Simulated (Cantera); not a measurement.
# Equilibrium for hydrogen reduction and annealing atmospheres: SiO₂ + H₂

Input: 1 mol SiO₂, 0.44 mol H₂, held at 53000 Pa.

Method: chemical equilibrium by Gibbs-energy minimisation in Cantera with the NASA 1993 tables (ideal gas, pure condensed phases). Candidate condensed phases: H₂O, Si, SiO₂; 18 gas species. The tables hold silica as quartz up to 1696 K and as liquid above; real silica turns to tridymite and cristobalite and melts near 1996 K. The numbers say what is thermodynamically allowed, not how fast it happens.

| T (K) | x H₂ | x SiO | x H₂O | x H | x OH | x SiO₂ | x SiH₂ | x SiH₄ | n SiO₂(β-quartz) | n SiO₂(condensed) |
|---|---|---|---|---|---|---|---|---|---|---|
| 1275 | 1.000 | 1.20e-6 | 1.23e-6 | 1.01e-6 | <1e-12 | <1e-12 | 1.21e-9 | 9.61e-9 | 1.000 | 0 |
| 1375 | 1.000 | 7.87e-6 | 7.88e-6 | 4.71e-6 | <1e-12 | <1e-12 | 2.43e-9 | 4.33e-9 | 1.000 | 0 |
| 1475 | 1.000 | 3.94e-5 | 3.94e-5 | 1.78e-5 | 1.84e-11 | 1.80e-12 | 4.42e-9 | 2.16e-9 | 1.000 | 0 |
| 1575 | 1.000 | 0.000159 | 0.000159 | 5.71e-5 | 3.31e-10 | 3.85e-11 | 7.44e-9 | 1.18e-9 | 1.000 | 0 |
| 1675 | 0.999 | 0.000544 | 0.000544 | 0.000159 | 4.20e-9 | 5.66e-10 | 1.18e-8 | 6.92e-10 | 1.000 | 0 |
| 1775 | 0.996 | 0.00159 | 0.00159 | 0.000397 | 3.93e-8 | 5.96e-9 | 1.77e-8 | 4.32e-10 | 0 | 0.999 |
| 1875 | 0.991 | 0.00408 | 0.00408 | 0.000896 | 2.88e-7 | 4.81e-8 | 2.53e-8 | 2.81e-10 | 0 | 0.998 |
x: gas mole fraction; n: condensed amount in mol.

From 1275 K to 1675 K the condensed part is SiO₂(β-quartz). From 1775 K to 1875 K the condensed part is SiO₂(condensed). The main Si-bearing gas is SiO throughout.
